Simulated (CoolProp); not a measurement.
The fluid at 396.5 K and 1.15 MPa is throttled through a valve to 0.527 MPa with no heat exchange. The same conditions are run with several fluids, on thermodynamics alone (safety and materials aside).

Values from CoolProp's reference Helmholtz-energy equation of state of each fluid (tetrahydrofuran: Fiedler 2023; hexamethyldisiloxane (MM): Thol 2016; n-decane: Lemmon 2006; cyclohexane: Zhou 2014; R113: Marx 1992).

| fluid | temperature change (K) | final phase | final density (kg/m³) |
|---|---|---|---|
| tetrahydrofuran | +0.1 | liquid | 765 |
| hexamethyldisiloxane (MM) | +0.1 | liquid | 647 |
| n-decane | +0.2 | liquid | 649 |
| cyclohexane | +0.1 | liquid | 675 |
| R113 | -15.2 | two-phase, vapour fraction 0.128 | 237 |
